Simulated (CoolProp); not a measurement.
Computed with CoolProp (reference Helmholtz-energy equation of state, Lemmon 2006). It is a short technical equation, of lower accuracy than the large ones.

Q: Give the vapour pressure (MPa), enthalpy of vaporisation (kJ/kg), vapour Z, surface tension (mN/m) of saturated C2F6 (R116) at 233.9, 244.7, 251.9 K.

A: 
| T (K) | p (MPa) | enthalpy of vaporisation (kJ/kg) | vapour Z | surface tension (mN/m) |
|---|---|---|---|---|
| 233.9 | 0.555 | 97.1 | 0.851 | 5.96 |
| 244.7 | 0.803 | 89.9 | 0.806 | 4.65 |
| 251.9 | 1.01 | 84.5 | 0.771 | 3.81 |

Surface tension comes from a separate correlation (Mulero 2012).
